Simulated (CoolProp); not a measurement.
A single-stage vapour-compression cycle with the fluid: evaporating at 323.15 K (dew point), condensing at 389.15 K (bubble point), superheat 10 K, subcooling 2 K, compressor efficiency 0.75, no pressure losses. The same conditions are run with several fluids, on thermodynamics alone (safety and materials aside).

Values from CoolProp's reference Helmholtz-energy equation of state of each fluid (toluene: Lemmon 2006; R123: Younglove 1994; R1336mzz(Z): McLinden 2020; R245fa: Akasaka 2015; R142b: Lemmon 2006).

| fluid | cooling COP | pressure ratio | discharge temperature (K) | refrigerating effect (kJ/kg) | volumetric capacity (kJ/m³) |
|---|---|---|---|---|---|
| toluene | 3.01 | 9.59 | 404.7 | 289 | 119 |
| R123 | 2.59 | 5.20 | 398.3 | 97.0 | 1220 |
| R1336mzz(Z) | 2.28 | 5.64 | 389.2 | 79.2 | 901 |
| R245fa | 2.25 | 5.17 | 395.1 | 89.6 | 1630 |
| R142b | 2.16 | 4.10 | 406.2 | 94.3 | 2690 |

The compression ends wet for: R1336mzz(Z).
